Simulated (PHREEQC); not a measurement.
A made-up water analysis in mmol/kgw, 25 °C, pH 6.22: Na 282; K 0.653; Ca 37.1; Mg 16.5; Cl 359; S(6) 18.5; Alkalinity (meq/kgw) 0.000381; Si 1.5.

Cl is adjusted to close the charge balance.
Valence states are taken as typed.

Equilibrium calculation in PHREEQC: Pitzer model, pitzer.dat.

Q: The ionic strength comes out as 0.462 mol/kgw. What activity coefficients do SO4-2, K+, Na+, Ca+2, Cl- get?

A: SO4-2 0.11, K+ 0.68, Na+ 0.72, Ca+2 0.24, Cl- 0.65. Single-ion values are on the MacInnes scale.

No solid was allowed to form.
